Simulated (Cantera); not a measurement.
A perfectly stirred reactor is fed with 16.0 % H₂, 28.0 % O₂, 56.0 % N₂, equivalence ratio 0.28, at 0.132 atm; it is held at 925 K, and followed from long to short residence time.

Model: the H2/O2 subset of GRI-Mech 3.0, which has no nitrogen chemistry, integrated in Cantera. Radical loss at walls, strong at low pressure, is not modelled. Below about 950 K walls govern HO2 and H2O2 in real vessels. The temperature is held fixed by assumption; the heat of reaction is taken as removed at once.

Predict: x(H₂) at τ = 1.80 s; x(O₂) at τ = 1.80 s; x(HO₂) at τ = 1.80 s; x(OH) at τ = 1.80 s; x(H₂O) at τ = 1.80 s; x(H₂) at τ = 33.0 ms; x(O₂) at τ = 33.0 ms; x(HO₂) at τ = 33.0 ms; x(OH) at τ = 33.0 ms; x(H₂O) at τ = 33.0 ms.


| Property | Result |
|---|---|
| x(H₂) at τ = 1.80 s | 0.00244 |
| x(O₂) at τ = 1.80 s | 0.219 |
| x(HO₂) at τ = 1.80 s | 2.11e-5 |
| x(OH) at τ = 1.80 s | 2.08e-5 |
| x(H₂O) at τ = 1.80 s | 0.171 |
| x(H₂) at τ = 33.0 ms | 0.0132 |
| x(O₂) at τ = 33.0 ms | 0.223 |
| x(HO₂) at τ = 33.0 ms | 4.40e-5 |
| x(OH) at τ = 33.0 ms | 0.000198 |
| x(H₂O) at τ = 33.0 ms | 0.159 |
